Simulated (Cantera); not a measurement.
Charge: 1 mol Si, 0.02 mol H2O, 11 mol N2, 0.069 mol N2O, held at 32.3 Torr.

These are equilibrium values from Cantera (NASA tables, ideal gas, pure condensed phases), not measurements of a reactor. Candidate condensed phases: H2O, Si, SiO2, Si2N2O, Si3N4; 35 gas species. Mutual solubility and eutectic melting of coexisting phases are not modelled. The numbers say what is thermodynamically allowed, not how fast it happens. All values below are at 800 °C.

Base state: N2 0.998, H2 0.00191 (mole fractions); condensed: Si2N2O(s) + Si3N4(s).

### Question
What changes in the equilibrium state with this change: N2O from 0.069 to 2.9 mol?

### Answer
```json
[
 {"species": "N2", "before": "0.998", "after": "0.967"},
 {"species": "O2", "before": "<1e-9", "after": "0.0313"},
 {"species": "H2O", "before": "<1e-9", "after": "0.00139"},
 {"species": "H2", "before": "0.00191", "after": "<1e-9"},
 {"species": "NO", "before": "<1e-9", "after": "2.83e-5"},
 {"species": "Si2N2O(s), mol", "before": "0.0890", "after": "0"},
 {"species": "Si3N4(s), mol", "before": "0.274", "after": "0"},
 {"species": "SiO2(β-quartz), mol", "before": "0", "after": "1.00"}
]
```
